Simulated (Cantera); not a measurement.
# Thermodynamics of carbothermic reduction, feed SiO2 + CO

Feed: 1 mol SiO2, 7.8 mol CO, at 0.000410 bar.

Method: chemical equilibrium by Gibbs-energy minimisation in Cantera with the NASA 1993 tables (ideal gas, pure condensed phases). Candidate condensed phases: C, Si, SiC, SiO2; 20 gas species. The tables hold silica as quartz up to 1696 K and as liquid above; real silica turns to tridymite and cristobalite and melts near 1996 K. The numbers say what is thermodynamically allowed, not how fast it happens.

From 702 °C to 752 °C the condensed part is C(graphite) + SiO2(β-quartz). From 802 °C to 1052 °C the condensed part is SiO2(β-quartz).

| T (°C) | log p CO | log p CO2 | log p SiO | n C(graphite) | n SiO2(β-quartz) |
|---|---|---|---|---|---|
| 702 | -3.39 | -6.79 | <-15 | 0.00307 | 1.00 |
| 752 | -3.39 | -7.24 | -13.63 | 0.00110 | 1.00 |
| 802 | -3.39 | -7.64 | -12.00 | 0 | 1.00 |
| 852 | -3.39 | -8.01 | -10.52 | 0 | 1.000 |
| 902 | -3.39 | -8.34 | -9.17 | 0 | 1.000 |
| 952 | -3.39 | -8.29 | -8.29 | 0 | 1.000 |
| 1002 | -3.39 | -7.86 | -7.86 | 0 | 1.000 |
| 1052 | -3.39 | -7.46 | -7.46 | 0 | 0.999 |
log p: log10 of the partial pressure in bar; n: condensed amount in mol.
